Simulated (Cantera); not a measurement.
A closed system holds: 1 mol Fe3O4, 0.43 mol C, 0.13 mol H2, at 0.00133 bar.

Cantera equilibrium calculation (NASA polynomials, part measured and part estimated; ideal gas, pure solids and liquids). Candidate condensed phases: C, C6H6, C7H8, C8H18, Fe, Fe(CO)5, FeO, Fe(OH)2, Fe(OH)3, Fe2O3, Fe3O4, H2O; 114 gas species. The tables' stoichiometric FeO is somewhat more stable than real wüstite, so its field is too wide. FeO: taken at fixed stoichiometry. Rates play no part.

x: gas mole fraction; n: condensed amount in mol.

```tsv
T (K)	x Fe	x O2	x O	x FeO	x CO2	x CO	x H	x H2O	x OH	n FeO(l)
2323	0.418	0.206	0.0705	0.113	0.0742	0.0601	0.0160	0.0203	0.0187	1.30
2348	0.465	0.213	0.0825	0.117	0.0433	0.0401	0.0134	0.00977	0.0143	0
2373	0.468	0.210	___	___	___	0.0428	___	___	0.0145	0
2398	0.469	0.206	0.107	0.0964	0.0358	0.0453	0.0170	0.00722	0.0145	0
2423	0.470	0.201	___	___	___	0.0476	___	___	0.0144	0
2448	0.470	0.196	0.135	0.0788	0.0289	0.0498	0.0206	0.00502	0.0141	0
2473	0.470	0.189	0.151	0.0710	0.0258	0.0518	0.0224	0.00408	0.0137	0
```

Q: Some entries are withheld; supply them.

A: 
- 2423, x O: 0.120
- 2423, x FeO: 0.0873
- 2423, x CO2: 0.0323
- 2423, x H: 0.0188
- 2423, x H2O: 0.00606
- 2373, x O: 0.0941
- 2373, x FeO: 0.106
- 2373, x CO2: 0.0395
- 2373, x H: 0.0152
- 2373, x H2O: 0.00846
